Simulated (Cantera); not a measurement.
Source: NASA polynomial tables (part measured, part estimated), evaluated in Cantera. Values are per mole of reaction as written; species without (g) are pure solids or liquids, kept so even where they would boil at 1 bar.

### Question
Between 2398 and 2848 K, where is each reaction favourable under standard conditions?
- 3 N(g) + NO2(g) → 2 N2O(g)

### Answer
- 3 N(g) + NO2(g) → 2 N2O(g): ΔG° is -634 kJ at 2398 K and -510 kJ at 2848 K; it stays negative (K > 1). ΔH° is -1296 kJ and ΔS° -276 J/K at 2848 K.
